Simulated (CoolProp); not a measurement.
Vapour-liquid equilibrium of carbon dioxide (1) + CH3F (R41) (2) at -6.05 °C; x and y are mole fractions of (1).

Computed with CoolProp (multi-fluid Helmholtz-energy mixture model, Span 1996 and Lemmon 2006; pair parameters Bell 2016).

```tsv
x	bubble pressure (kPa)	y at the bubble point	dew pressure at overall composition x (kPa)	liquid density (mol/L)
0.05	1783	0.072	1765	20.60
0.15	1895	0.204	1848	20.72
0.25	2006	0.324	1937	20.85
0.35	2117	0.435	2031	20.99
0.45	2230	0.539	…	21.14
0.55	2348	0.636	2243	21.28
0.65	2471	…	…	21.43
0.75	2601	0.814	2503	21.57
0.85	2739	0.893	2661	21.70
0.95	2884	0.966	2849	21.81
```

Problem. Complete the blanks.

Solution. 
- 0.45, dew pressure at overall composition x (kPa): 2133
- 0.65, y at the bubble point: 0.728
- 0.65, dew pressure at overall composition x (kPa): 2365

No azeotrope shows between x = 0.05 and 0.95.

The pair parameters rest on a limited set of measurements; away from them the model extrapolates.
